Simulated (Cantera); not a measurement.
Charge: 1 mol MgO, 4.7 mol SiCl4, 13 mol O2, held at 1330 Pa.

These are equilibrium values from Cantera (NASA tables, ideal gas, pure condensed phases), not measurements of a reactor. Candidate condensed phases: Mg, MgCl2, MgO, MgSiO3, Mg2SiO4, Si, SiO2; 20 gas species. Condensed phases not in the tables: alloys, solid solutions and most ternary compounds. Kinetics and transport are ignored. All values below are at 700 °C.

Base state: Cl2 0.530, O2 0.469, Cl 0.00162 (mole fractions); condensed: MgSiO3(s) + SiO2(β-quartz).

### Question
What changes in the equilibrium state with this change: pressure from 1330 Pa to 3500 Pa?

### Answer
| species | before | after |
|---|---|---|
| Cl2 | 0.530 | 0.530 |
| O2 | 0.469 | 0.469 |
| Cl | 0.00162 | 0.000999 |
| MgSiO3(s), mol | 1.000 | 1.000 |
| SiO2(β-quartz), mol | 3.70 | 3.70 |

### Question
What changes in the equilibrium state with this change: pressure from 1330 Pa to 133 Pa?

### Answer
```csv
species,before,after
Cl2,0.530,0.527
O2,0.469,0.468
Cl,0.00162,0.00510
"MgSiO3(s), mol",1.000,1.000
"SiO2(β-quartz), mol",3.70,3.70
```
